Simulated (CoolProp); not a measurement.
Vapour-liquid equilibrium of propylene (1) + R115 (2) at 204 kPa; x and y are mole fractions of (1).

Computed with CoolProp (multi-fluid Helmholtz-energy mixture model, Lemmon 2013 and Lemmon 2016; pair parameters Bell 2016).

```json
[
 {"x": "0.05", "bubble temperature, mixture model (°C)": "-24.4", "bubble temperature, Raoult's law (°C)": "-22.8", "y, mixture model": "0.119", "y, Raoult's law": "0.068"},
 {"x": "0.125", "bubble temperature, mixture model (°C)": "-27.1", "bubble temperature, Raoult's law (°C)": "-23.5", "y, mixture model": "0.260", "y, Raoult's law": "0.165"},
 {"x": "0.2", "bubble temperature, mixture model (°C)": "-29.1", "bubble temperature, Raoult's law (°C)": "-24.2", "y, mixture model": "0.366", "y, Raoult's law": "0.258"},
 {"x": "0.275", "bubble temperature, mixture model (°C)": "-30.7", "bubble temperature, Raoult's law (°C)": "-24.9", "y, mixture model": "0.447", "y, Raoult's law": "0.345"},
 {"x": "0.35", "bubble temperature, mixture model (°C)": "-31.8", "bubble temperature, Raoult's law (°C)": "-25.6", "y, mixture model": "0.510", "y, Raoult's law": "0.429"},
 {"x": "0.425", "bubble temperature, mixture model (°C)": "-32.7", "bubble temperature, Raoult's law (°C)": "-26.3", "y, mixture model": "0.560", "y, Raoult's law": "0.508"},
 {"x": "0.5", "bubble temperature, mixture model (°C)": "-33.2", "bubble temperature, Raoult's law (°C)": "-26.9", "y, mixture model": "0.602", "y, Raoult's law": "0.583"},
 {"x": "0.575", "bubble temperature, mixture model (°C)": "-33.6", "bubble temperature, Raoult's law (°C)": "-27.6", "y, mixture model": "0.640", "y, Raoult's law": "0.654"},
 {"x": "0.65", "bubble temperature, mixture model (°C)": "-33.8", "bubble temperature, Raoult's law (°C)": "-28.2", "y, mixture model": "0.677", "y, Raoult's law": "0.723"},
 {"x": "0.725", "bubble temperature, mixture model (°C)": "-33.8", "bubble temperature, Raoult's law (°C)": "-28.8", "y, mixture model": "0.716", "y, Raoult's law": "0.787"},
 {"x": "0.8", "bubble temperature, mixture model (°C)": "-33.7", "bubble temperature, Raoult's law (°C)": "-29.4", "y, mixture model": "0.762", "y, Raoult's law": "0.849"},
 {"x": "0.875", "bubble temperature, mixture model (°C)": "-33.2", "bubble temperature, Raoult's law (°C)": "-30.0", "y, mixture model": "0.823", "y, Raoult's law": "0.908"},
 {"x": "0.95", "bubble temperature, mixture model (°C)": "-32.2", "bubble temperature, Raoult's law (°C)": "-30.6", "y, mixture model": "0.912", "y, Raoult's law": "0.964"}
]
```

The largest gap from Raoult's law is -6.4 K in bubble temperature, at x = 0.425. y crosses x between x = 0.65 and 0.725: the model has an azeotrope there.

Pair parameters are fitted to limited data, so mixtures are less certain than the pure fluids.
